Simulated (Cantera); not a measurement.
Cu₂O + H₂ + N₂ (hydrogen reduction and annealing atmospheres)

Charge: 1 mol Cu₂O, a varied amount of H₂, 0.7 mol N₂, at 925 K and 0.0980 bar.

Equilibrium computed with Cantera from the NASA thermochemical tables; the gas is ideal and each condensed phase is pure. Candidate condensed phases: Cu, CuO, Cu(OH)₂, Cu₂O, H₂O; 27 gas species. Equilibrium is a limit: real reactors are often held back by kinetics, nucleation or transport.

```tsv
n(H₂) (mol)	x H₂	x H₂O	x N₂	x NH₃	n Cu(s)
36	0.954	0.0272	0.0191	1.25e-5	2.00
120	0.986	0.00829	0.00580	7.26e-6	2.00
200	0.992	0.00498	0.00348	5.68e-6	2.00
280	0.994	0.00356	0.00249	4.82e-6	2.00
360	0.995	0.00277	0.00194	4.26e-6	2.00
450	0.996	0.00222	0.00155	3.82e-6	2.00
530	0.997	0.00188	0.00132	3.52e-6	2.00
610	0.997	0.00164	0.00114	3.28e-6	2.00
690	0.998	0.00145	0.00101	3.09e-6	2.00
```
x: gas mole fraction; n: condensed amount in mol.

From 36 mol H₂ to 690 mol H₂ the condensed part is Cu(s).
